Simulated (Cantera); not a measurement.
Feed: 1 mol AlCl3, 0.38 mol H2O, 1.8 mol N2, at 1373.15 K and 668 Torr.

Cantera equilibrium calculation (NASA polynomials, part measured and part estimated; ideal gas, pure solids and liquids). Candidate condensed phases: Al, AlCl3, AlN, Al2O3, H2O, NH4Cl; 45 gas species. The numbers say what is thermodynamically allowed, not how fast it happens.

Base state: N2 0.544, HCl 0.230, AlCl3 0.226, Al2Cl6 0.000115, Cl 8.96e-5, H2 5.64e-5, Cl2 1.35e-5, H2O 1.10e-5 (mole fractions); condensed: Al2O3(s).

### Question
What changes in the equilibrium state with this change: 0.014 mol Cl2 added?

### Answer
```
species          before     after
-------------  --------  --------
N2                0.544     0.542
HCl               0.230     0.229
AlCl3             0.226     0.224
Cl2             1.35e-5   0.00349
Cl              8.96e-5   0.00144
H2              5.64e-5   2.16e-7
Al2Cl6         0.000115  0.000114
H2O             1.10e-5   1.10e-5
Al2O3(s), mol     0.127     0.127
```

### Question
What changes in the equilibrium state with this change: temperature from 1373.15 K to 675 K?

### Answer
| species | before | after |
|---|---|---|
| N2 | 0.544 | 0.603 |
| HCl | 0.230 | 0.254 |
| Al2Cl6 | 0.000115 | 0.107 |
| AlCl3 | 0.226 | 0.0360 |
| Cl | 8.96e-5 | <1e-9 |
| H2 | 5.64e-5 | 6.02e-9 |
| H2O | 1.10e-5 | 2.82e-9 |
| Cl2 | 1.35e-5 | 6.01e-9 |
| Al2O3(s), mol | 0.127 | 0.127 |
Condensed phases not in the tables: AlOCl.
